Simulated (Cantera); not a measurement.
Charge: 1 mol SiCl4, a varied amount of H2, held at 0.133 bar.

These are equilibrium values from Cantera (NASA tables, ideal gas, pure condensed phases), not measurements of a reactor. Candidate condensed phases: Si; 19 gas species. The tables' values for SiCl3 are old estimates. Equilibrium is a limit: real reactors are often held back by kinetics, nucleation or transport.

Q: What condenses at these points (T in °C, n(H2) in mol): (527, 45); (927, 50); (927, 26); (1127, 50); (527, 60)?

A: 
| T (°C) | n(H2) in mol | condensed phases | Si condensed (%) |
|---|---|---|---|
| 527 | 45 | gas only | 0.0 |
| 927 | 50 | Si | 32.3 |
| 927 | 26 | Si | 17.0 |
| 1127 | 50 | Si | 43.9 |
| 527 | 60 | gas only | 0.0 |
